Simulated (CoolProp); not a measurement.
Ethylene along the isotherm 396.4 K: density (kg/m³) from the reference equation and from simpler models built on Tc = 282.4 K, pc = 50.42 bar, ω = 0.087; each cubic takes its own stable root.

Values from CoolProp's reference Helmholtz-energy equation of state, Smukala 2000.

```json
[
 {"p (bar)": "5.4", "phase": "gas", "reference": "4.652"},
 {"p (bar)": "10.8", "phase": "gas", "reference": "9.418"},
 {"p (bar)": "16.2", "phase": "gas", "reference": "14.30"},
 {"p (bar)": "21.6", "phase": "gas", "reference": "19.31"},
 {"p (bar)": "27", "phase": "gas", "reference": "24.45"},
 {"p (bar)": "32.4", "phase": "gas", "reference": "29.71"},
 {"p (bar)": "37.8", "phase": "gas", "reference": "35.11"},
 {"p (bar)": "43.2", "phase": "gas", "reference": "40.65"},
 {"p (bar)": "48.6", "phase": "gas", "reference": "46.33"},
 {"p (bar)": "54", "phase": "supercritical", "reference": "52.16"},
 {"p (bar)": "59.4", "phase": "supercritical", "reference": "58.13"},
 {"p (bar)": "64.8", "phase": "supercritical", "reference": "64.24"},
 {"p (bar)": "70.2", "phase": "supercritical", "reference": "70.50"},
 {"p (bar)": "75.6", "phase": "supercritical", "reference": "76.89"}
]
```

Question: How far does each simpler model (ideal gas, van der Waals, Redlich-Kwong, Soave-Redlich-Kwong, Peng-Robinson) lie from the reference over these 14 states: mean and median of the absolute difference, and the worst?

Answer: 
- ideal gas: mean 8.9 %, median 9.0 %, worst -16.3 % at 396.4 K and 75.6 bar
- van der Waals: mean 2.0 %, median 1.8 %, worst +4.8 % at 396.4 K and 75.6 bar
- Redlich-Kwong: mean 0.7 %, median 0.7 %, worst +1.1 % at 396.4 K and 75.6 bar
- Soave-Redlich-Kwong: mean 0.7 %, median 0.5 %, worst -1.7 % at 396.4 K and 75.6 bar
- Peng-Robinson: mean 1.4 %, median 1.6 %, worst +2.0 % at 396.4 K and 70.2 bar
